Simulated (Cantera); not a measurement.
SrCl₂ + H₂ + N₂ (halide evaporation, hydrolysis and transport)

Input: 1 mol SrCl₂, 14 mol H₂, 3.6 mol N₂, equilibrated at 0.00330 bar.

Equilibrium computed with Cantera from the NASA thermochemical tables; the gas is ideal and each condensed phase is pure. Candidate condensed phases: NH₄Cl, Sr, SrCl₂; 15 gas species. The numbers say what is thermodynamically allowed, not how fast it happens.

From 650 K to 1050 K the condensed part is SrCl₂(s). At 1250 K the condensed part is SrCl₂(l). From 1450 K to 2050 K nothing is condensed.

| T (K) | x H₂ | x N₂ | x SrCl₂ | x H | x HCl | x SrCl | x Sr | n SrCl₂(s) | n SrCl₂(l) |
|---|---|---|---|---|---|---|---|---|---|
| 650 | 0.795 | 0.205 | <1e-12 | <1e-12 | <1e-12 | <1e-12 | <1e-12 | 1.00 | 0 |
| 850 | 0.795 | 0.205 | 4.70e-10 | 3.18e-10 | 1.17e-10 | 7.79e-12 | 5.48e-11 | 1.00 | 0 |
| 1050 | 0.795 | 0.205 | 4.03e-6 | 1.26e-7 | 1.50e-7 | 4.88e-8 | 5.08e-8 | 1.000 | 0 |
| 1250 | 0.794 | 0.204 | 0.00124 | 7.50e-6 | 1.92e-5 | 1.21e-5 | 3.51e-6 | 0 | 0.978 |
| 1450 | 0.752 | 0.193 | 0.0532 | 0.000143 | 0.000589 | 0.000474 | 5.74e-5 | 0 | 0 |
| 1650 | 0.750 | 0.193 | 0.0518 | 0.00137 | 0.00223 | 0.00154 | 0.000348 | 0 | 0 |
| 1850 | 0.740 | 0.192 | 0.0484 | 0.00807 | 0.00631 | 0.00366 | 0.00135 | 0 | 0 |
| 2050 | 0.711 | 0.189 | 0.0418 | 0.0333 | 0.0140 | 0.00686 | 0.00383 | 0 | 0 |
x: gas mole fraction; n: condensed amount in mol.
